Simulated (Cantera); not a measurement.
**Hydrogen reduction and annealing atmospheres: Nb₂O₅ + H₂ + H₂O**

Feed: 1 mol Nb₂O₅, 8 mol H₂, 0.31 mol H₂O, held at 0.270 Torr.

Equilibrium computed with Cantera from the NASA thermochemical tables; the gas is ideal and each condensed phase is pure. Candidate condensed phases: H₂O, Nb, NbO, NbO₂, Nb₂O₅; 12 gas species. Mutual solubility and eutectic melting of coexisting phases are not modelled. Condensed phases not in the tables: the oxides between NbO₂ and Nb₂O₅. Kinetics and transport are ignored.

```tsv
T (K)	log p H₂	log p H	log p NbO₂	log p H₂O	log p OH	log p O	n Nb₂O₅(s)	n NbO₂(s)	n Nb₂O₅(l)
850	-3.46	-12.42	<-15	-4.87	<-15	<-15	1.00	0	0
1000	-3.46	-10.37	<-15	-4.87	-14.44	<-15	1.00	0	0
1150	-3.46	-8.86	<-15	-4.87	-12.49	<-15	1.00	0	0
1300	-3.46	-7.69	-13.24	-4.87	-10.98	-15.23	1.00	0	0
1450	-3.48	-6.76	-10.89	-4.59	-9.50	-12.83	0.716	0.568	0
1600	-3.50	-6.01	-8.99	-4.36	-8.29	-10.88	0.312	1.38	0
1750	-3.52	-5.40	-7.43	-4.25	-7.35	-9.33	0	2.00	0
1900	-3.54	-4.87	-6.13	-4.26	-6.67	-8.13	0	1.98	0
2050	-3.57	-4.43	-5.03	-4.33	-6.15	-7.15	0	1.51	0.127
2200	-3.74	-4.12	-4.21	-4.42	-5.65	-6.19	0	0	0
```
log p: log10 of the partial pressure in bar; n: condensed amount in mol.

From 850 K to 1300 K the condensed part is Nb₂O₅(s). From 1450 K to 1600 K the condensed part is NbO₂(s) + Nb₂O₅(s). From 1750 K to 1900 K the condensed part is NbO₂(s). At 2050 K the condensed part is NbO₂(s) + Nb₂O₅(l). At 2200 K nothing is condensed.
